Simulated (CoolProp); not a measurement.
Values from CoolProp's reference Helmholtz-energy equation of state, Lemmon 2013.

Q: For propylene, give the phase and the density (kg/m³), expansivity (1/kK), viscosity (µPa s), fugacity coefficient at 149.45 °C and 981 kPa; 149.45 °C and 3530 kPa; 149.45 °C and 6690 kPa.

A: 
- 149.45 °C and 981 kPa: gas; density 12.3, expansivity 2.76, viscosity 12.3, fugacity coefficient 0.954
- 149.45 °C and 3530 kPa: gas; density 51.5, expansivity 4.44, viscosity 14.0, fugacity coefficient 0.842
- 149.45 °C and 6690 kPa: supercritical; density 126, expansivity 9.50, viscosity 19.0, fugacity coefficient 0.713

Viscosity comes from a separate model (Huber 2003), an estimate that may be off by 10 % or more.
